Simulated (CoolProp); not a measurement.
The numbers come from the reference Helmholtz-energy equation of state, Span 2000 in CoolProp.

Give the vapour pressure (kPa), liquid viscosity (µPa s), vapour viscosity (µPa s) of saturated nitrogen at -170.25 °C.


```tsv
T (°C)	p (kPa)	liquid viscosity (µPa s)	vapour viscosity (µPa s)
-170.25	946	69.5	7.74
```

Viscosity comes from a separate model (Lemmon 2004).
